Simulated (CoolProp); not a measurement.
n-perfluorohexane at 385.36 K and 0.0802 MPa is compressed adiabatically to 0.459 MPa with isentropic efficiency 0.75. Each further row changes one setting.

The numbers come from the reference Helmholtz-energy equation of state, Gao 2022 in CoolProp.

```json
[
 {"case": "as stated", "work (kJ/kg)": "(withheld)", "final temperature (K)": "411.8", "final density (kg/m³)": "(withheld)"},
 {"case": "efficiency 1", "work (kJ/kg)": "15.7", "final temperature (K)": "406.5", "final density (kg/m³)": "(withheld)"},
 {"case": "efficiency 0.65", "work (kJ/kg)": "24.2", "final temperature (K)": "415.0", "final density (kg/m³)": "(withheld)"}
]
```

Task: What belongs in the gaps?

Result: 
- as stated, work (kJ/kg): 21.0
- as stated, final density (kg/m³): 52.7
- efficiency 1, final density (kg/m³): 53.9
- efficiency 0.65, final density (kg/m³): 52.0
